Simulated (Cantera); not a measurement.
Cantera run:

```python
import numpy as np
import cantera as ct

gas_names = """
    C CH CH2 CH3 CH4 C2 C2H C2H2,acetylene C2H2,vinylidene C2H3,vinyl C2H4 C2H5 C2H6 C3 C3H3,propargyl
    C3H4,allene C3H4,propyne C3H4,cyclo- C3H5,allyl C3H6,propylene C3H6,cyclo- C3H7,n-propyl
    C3H7,i-propyl C3H8 C4 C4H2 C4H4,1,3-cyclo- C4H6,butadiene C4H6,2-butyne C4H6,cyclo- C4H8,1-butene
    C4H8,cis2-buten C4H8,tr2-butene C4H8,isobutene C4H8,cyclo- C4H9,n-butyl C4H9,i-butyl C4H9,s-butyl
    C4H9,t-butyl C4H10,isobutane C4H10,n-butane C5 C5H6,1,3cyclo- C5H8,cyclo- C5H10,1-pentene
    C5H10,cyclo- C5H11,pentyl C5H11,t-pentyl C5H12,n-pentane C5H12,i-pentane CH3C(CH3)2CH3 C6H2
    C6H5,phenyl C6H6 C6H10,cyclo- C6H12,1-hexene C6H12,cyclo- C6H13,n-hexyl C7H7,benzyl C7H8
    C7H14,1-heptene C7H15,n-heptyl C7H16,n-heptane C8H8,styrene C8H10,ethylbenz C8H16,1-octene
    C8H17,n-octyl C8H18,isooctane C8H18,n-octane C9H19,n-nonyl C10H8,naphthale C10H21,n-decyl
    C12H9,o-bipheny C12H10,bipheny H H2 Si SiC SiC2 SiC4H12 SiH SiH2 SiH3 SiH4 Si2 Si2C Si3
""".split()
cond_names = """
    C(gr) C6H6(L) C7H8(L) C8H18(L),n-octa Si(cr) Si(L) SiC(b)
""".split()


def load(file, names, dense=False):
    # The tables refer to 1 bar. Condensed volumes are neglected.
    table = {s.name: s for s in ct.Species.list_from_file(file)}
    out = []
    for n in names:
        d = dict(table[n].input_data)
        d["thermo"] = dict(d["thermo"], **{"reference-pressure": 1e5})
        if dense:
            d["equation-of-state"] = {"model": "constant-volume", "density": "1e6 g/cm^3"}
        out.append(ct.Species.from_dict(d))
    return out


gas = ct.Solution(thermo="ideal-gas", species=load("nasa_gas.yaml", gas_names))
cond = {s.name: ct.Solution(thermo="fixed-stoichiometry", species=[s], name=s.name)
        for s in load("nasa_condensed.yaml", cond_names, dense=True)}
atoms = {
    'SiC': {'Si': 1, 'C': 1},
    'H2': {'H': 2},
}
top_T = {'C(gr)': 4500, 'SiC(b)': 3050}  # K; cautious upper limits of use, not melting points


def equilibrate(T, P, feed):
    n = {}
    for name, mol in feed.items():
        for a, k in atoms[name].items():
            n[a] = n.get(a, 0.0) + k * mol
    gas.TPX = T, P, n
    mass = sum(n.values()) * gas.mean_molecular_weight
    gas.equilibrate("TP")
    valid = [c for c in cond.values() if c.min_temp <= T <= top_T.get(c.name, c.max_temp)]
    mix = ct.Mixture([(gas, mass / gas.mean_molecular_weight)] + [(c, 0.0) for c in valid])
    mix.T, mix.P = T, P
    mix.equilibrate("TP", solver="vcs", rtol=1e-11, max_steps=5000)
    return mix


results = []
feed = {'SiC': 1, 'H2': 0.051}  # mol
P = 101325  # Pa
for T in [2098, 2173, 2248, 2323, 2398, 2473, 2548, 2623, 2698, 2773, 2848, 2923]:
    mix = equilibrate(T, P, feed)
    results.append((T, P, feed, dict(zip(mix.species_names, mix.species_moles))))

top = {s: max(r[3][s] / sum(r[3][g] for g in gas_names) for r in results) for s in gas_names}
cols = sorted((s for s in top if top[s] > 0.001), key=lambda s: -top[s])[:6]
seen = [c for c in cond_names if any(r[3].get(c, 0) > 1e-12 for r in results)]
print("log10 of partial pressures in bar; condensed amounts in mol")
print(f"{'T/K':>10s}" + "".join(f"{s[:9]:>10s}" for s in cols + seen))
for T, P, feed, n in results:
    ng = sum(n[g] for g in gas_names)
    print(f"{T:10.4g}" + "".join(f"{np.log10(max(n[s] / ng * P / 1e5, 1e-99)):10.3f}" for s in cols)
          + "".join(f"{n.get(c, 0):10.4g}" for c in seen))
```

Result:

```
log10 of partial pressures in bar; condensed amounts in mol
       T/K        H2         H        Si C2H2,acet      SiC2      Si2C    SiC(b)
      2098     0.004    -2.510    -4.261    -4.309    -6.923    -5.653         1
      2173     0.003    -2.315    -3.912    -3.937    -6.258    -5.184         1
      2248     0.002    -2.133    -3.576    -3.611    -5.649    -4.738         1
      2323     0.000    -1.963    -3.258    -3.315    -5.085    -4.318    0.9999
      2398    -0.002    -1.804    -2.960    -3.040    -4.557    -3.924    0.9999
      2473    -0.006    -1.655    -2.681    -2.782    -4.061    -3.556    0.9998
      2548    -0.012    -1.515    -2.419    -2.540    -3.595    -3.211    0.9996
      2623    -0.020    -1.385    -2.173    -2.313    -3.155    -2.887    0.9993
      2698    -0.031    -1.264    -1.941    -2.103    -2.741    -2.582    0.9988
      2773    -0.047    -1.153    -1.722    -1.910    -2.350    -2.294    0.9979
      2848    -0.072    -1.051    -1.513    -1.739    -1.981    -2.022    0.9962
      2923    -0.109    -0.962    -1.315    -1.592    -1.632    -1.763     0.993
```

These are equilibrium values from Cantera (NASA tables, ideal gas, pure condensed phases), not measurements of a reactor. Gases not in the tables: Si2H6 and higher silanes.
